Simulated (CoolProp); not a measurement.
m-xylene at 298.15 K and 2.15 MPa flows at 0.38 m/s in a round tube of 100 mm bore and 15 µm roughness, fully developed (64/Re and Nu = 3.66 if laminar; Colebrook and Gnielinski if turbulent). Each further row changes one setting.

Computed with CoolProp (reference Helmholtz-energy equation of state, Zhou 2012).

| case | Reynolds number | Darcy friction factor | pressure drop (Pa/m) | heat-transfer coefficient (W/(m² K)) | mass flow (kg/h) |
|---|---|---|---|---|---|
| as stated | 55300 | 0.0210 | 13.1 | 498 | 9260 |
| velocity 0.76 m/s | 111000 | 0.0184 | 45.9 | 920 | 18500 |
| diameter 200 mm | 111000 | 0.0180 | 5.61 | 453 | 37000 |

Viscosity comes from a separate model (Cao 2016). Thermal conductivity comes from a separate model (Mylona 2014).
